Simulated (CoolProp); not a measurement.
Vapour-liquid equilibrium of R125 (1) + R143a (2) at 0.572 MPa; x and y are mole fractions of (1).

Computed with CoolProp (multi-fluid Helmholtz-energy mixture model, Lemmon 2005 and Lemmon and Jacobsen 2000; pair parameters Lemmon 2004).

```json
[
 {"x": "0.05", "bubble temperature (°C)": "-2.5", "y at the bubble point": "0.049", "dew temperature at overall composition x (°C)": "-2.5", "liquid density (mol/L)": "12.23"},
 {"x": "0.125", "bubble temperature (°C)": "-2.5", "y at the bubble point": "0.125", "dew temperature at overall composition x (°C)": "-2.5", "liquid density (mol/L)": "12.14"},
 {"x": "0.2", "bubble temperature (°C)": "-2.5", "y at the bubble point": "0.202", "dew temperature at overall composition x (°C)": "-2.5", "liquid density (mol/L)": "12.05"},
 {"x": "0.275", "bubble temperature (°C)": "-2.6", "y at the bubble point": "0.280", "dew temperature at overall composition x (°C)": "-2.6", "liquid density (mol/L)": "11.96"},
 {"x": "0.35", "bubble temperature (°C)": "-2.6", "y at the bubble point": "0.358", "dew temperature at overall composition x (°C)": "-2.6", "liquid density (mol/L)": "11.87"},
 {"x": "0.425", "bubble temperature (°C)": "-2.8", "y at the bubble point": "___", "dew temperature at overall composition x (°C)": "-2.7", "liquid density (mol/L)": "11.79"},
 {"x": "0.5", "bubble temperature (°C)": "-2.9", "y at the bubble point": "0.516", "dew temperature at overall composition x (°C)": "-2.9", "liquid density (mol/L)": "11.71"},
 {"x": "0.575", "bubble temperature (°C)": "-3.1", "y at the bubble point": "0.594", "dew temperature at overall composition x (°C)": "-3.1", "liquid density (mol/L)": "11.62"},
 {"x": "0.65", "bubble temperature (°C)": "-3.4", "y at the bubble point": "0.670", "dew temperature at overall composition x (°C)": "___", "liquid density (mol/L)": "11.54"},
 {"x": "0.725", "bubble temperature (°C)": "-3.7", "y at the bubble point": "0.745", "dew temperature at overall composition x (°C)": "-3.6", "liquid density (mol/L)": "11.47"},
 {"x": "0.8", "bubble temperature (°C)": "-4.0", "y at the bubble point": "0.818", "dew temperature at overall composition x (°C)": "-3.9", "liquid density (mol/L)": "11.39"},
 {"x": "0.875", "bubble temperature (°C)": "___", "y at the bubble point": "___", "dew temperature at overall composition x (°C)": "-4.2", "liquid density (mol/L)": "11.31"},
 {"x": "0.95", "bubble temperature (°C)": "-4.7", "y at the bubble point": "0.957", "dew temperature at overall composition x (°C)": "-4.6", "liquid density (mol/L)": "11.23"}
]
```

Problem. Some entries are withheld; supply them.

Solution. 
- 0.425, y at the bubble point: 0.437
- 0.65, dew temperature at overall composition x (°C): -3.3
- 0.875, bubble temperature (°C): -4.3
- 0.875, y at the bubble point: 0.889

y crosses x between x = 0.125 and 0.2: the model has an azeotrope there.

Pair parameters are fitted to limited data, so mixtures are less certain than the pure fluids.
